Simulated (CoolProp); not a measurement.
Vapour-liquid equilibrium of cyclohexane (1) + m-xylene (2) at 312.2 K; x and y are mole fractions of (1).

Model: multi-fluid Helmholtz-energy mixture model, Zhou 2014 and Zhou 2012; pair parameters Bell 2016, in CoolProp.

| x | bubble pressure (kPa) | y at the bubble point | dew pressure at overall composition x (kPa) | liquid density (mol/L) |
|---|---|---|---|---|
| 0.05 | 3.929 | 0.415 | 2.530 | 8.030 |
| 0.15 | 6.759 | 0.694 | 2.804 | 8.123 |
| 0.25 | 9.309 | 0.801 | 3.143 | ___ |
| 0.35 | 11.60 | 0.858 | ___ | ___ |
| 0.45 | 13.67 | ___ | 4.146 | 8.415 |
| 0.55 | 15.57 | ___ | 4.930 | 8.519 |
| 0.65 | 17.37 | 0.942 | 6.077 | 8.626 |
| 0.75 | 19.11 | 0.959 | 7.904 | 8.737 |
| 0.85 | ___ | 0.976 | 11.21 | 8.853 |
| 0.95 | 22.74 | 0.992 | 18.17 | ___ |

Task: Complete the blanks.

Result: 
- 0.25, liquid density (mol/L): 8.218
- 0.35, dew pressure at overall composition x (kPa): 3.576
- 0.35, liquid density (mol/L): 8.315
- 0.45, y at the bubble point: 0.895
- 0.55, y at the bubble point: 0.921
- 0.85, bubble pressure (kPa): 20.88
- 0.95, liquid density (mol/L): 8.974

No azeotrope shows between x = 0.05 and 0.95.

The pair parameters rest on a limited set of measurements; away from them the model extrapolates.
